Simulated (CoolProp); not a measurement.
n-butane at 489.75 K and 4.83 MPa is throttled through a valve to 2.99 MPa with no heat exchange. Each further row changes one setting.

Computed with CoolProp (reference Helmholtz-energy equation of state, Bücker 2006).

```tsv
case	temperature change (K)	final phase	final density (kg/m³)
as stated	…	gas	55.3
outlet pressure 0.897 MPa	…	gas	…
outlet pressure 3.89 MPa	-7.1	…	76.4
```

### Question
Some entries are withheld; supply them.

### Answer

- as stated, temperature change (K): -13.9
- outlet pressure 0.897 MPa, temperature change (K): -29.0
- outlet pressure 0.897 MPa, final density (kg/m³): 14.5
- outlet pressure 3.89 MPa, final phase: supercritical
